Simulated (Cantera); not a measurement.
Thermodynamics of carbothermic reduction, feed Fe3O4 + CO + N2

A closed system holds: 1 mol Fe3O4, a varied amount of CO, 18 mol N2, at 1702 °C and 0.0830 bar.

Cantera equilibrium calculation (NASA polynomials, part measured and part estimated; ideal gas, pure solids and liquids). Candidate condensed phases: C, Fe, Fe(CO)5, FeO, Fe2O3, Fe3O4; 27 gas species. Each liquid is taken as pure. Mutual solubility and eutectic melting of coexisting phases are not modelled. The tables' stoichiometric FeO is somewhat more stable than real wüstite, so its field is too wide. FeO: taken at fixed stoichiometry. Equilibrium is a limit: real reactors are often held back by kinetics, nucleation or transport.

```json
[
 {"n(CO) (mol)": "0.58", "log p N2": "-1.10", "log p CO": "-4.05", "log p CO2": "-2.61", "log p O2": "-3.05", "log p Fe": "-5.99", "n FeO(l)": "3.00", "n Fe(l)": "0"},
 {"n(CO) (mol)": "0.84", "log p N2": "-1.10", "log p CO": "-3.72", "log p CO2": "-2.46", "log p O2": "-3.41", "log p Fe": "-5.81", "n FeO(l)": "3.00", "n Fe(l)": "0"},
 {"n(CO) (mol)": "1.2", "log p N2": "-1.11", "log p CO": "-3.03", "log p CO2": "-2.37", "log p O2": "-4.62", "log p Fe": "-5.20", "n FeO(l)": "3.00", "n Fe(l)": "0"},
 {"n(CO) (mol)": "1.8", "log p N2": "-1.12", "log p CO": "-2.48", "log p CO2": "-2.38", "log p O2": "-5.74", "log p Fe": "-4.64", "n FeO(l)": "2.99", "n Fe(l)": "0"},
 {"n(CO) (mol)": "2.6", "log p N2": "-1.14", "log p CO": "-2.19", "log p CO2": "-2.39", "log p O2": "-6.34", "log p Fe": "-4.35", "n FeO(l)": "2.99", "n Fe(l)": "0"},
 {"n(CO) (mol)": "3.7", "log p N2": "-1.16", "log p CO": "-1.99", "log p CO2": "-2.41", "log p O2": "-6.78", "log p Fe": "-4.12", "n FeO(l)": "2.98", "n Fe(l)": "0"},
 {"n(CO) (mol)": "5.4", "log p N2": "-1.20", "log p CO": "-1.81", "log p CO2": "-2.44", "log p O2": "-7.19", "log p Fe": "-3.92", "n FeO(l)": "2.97", "n Fe(l)": "0"},
 {"n(CO) (mol)": "7.9", "log p N2": "-1.24", "log p CO": "-1.66", "log p CO2": "-2.47", "log p O2": "-7.56", "log p Fe": "-3.73", "n FeO(l)": "2.94", "n Fe(l)": "0"},
 {"n(CO) (mol)": "11", "log p N2": "-1.29", "log p CO": "-1.55", "log p CO2": "-2.51", "log p O2": "-7.86", "log p Fe": "-3.59", "n FeO(l)": "2.91", "n Fe(l)": "0"},
 {"n(CO) (mol)": "17", "log p N2": "-1.37", "log p CO": "-1.44", "log p CO2": "-2.42", "log p O2": "-7.91", "log p Fe": "-3.56", "n FeO(l)": "2.40", "n Fe(l)": "0.487"}
]
```
log p: log10 of the partial pressure in bar; n: condensed amount in mol.

From 0.58 mol CO to 11 mol CO the condensed part is FeO(l). At 17 mol CO the condensed part is Fe(l) + FeO(l). The main Fe-bearing gas is FeO at 0.58 mol CO and Fe at 17 mol CO.
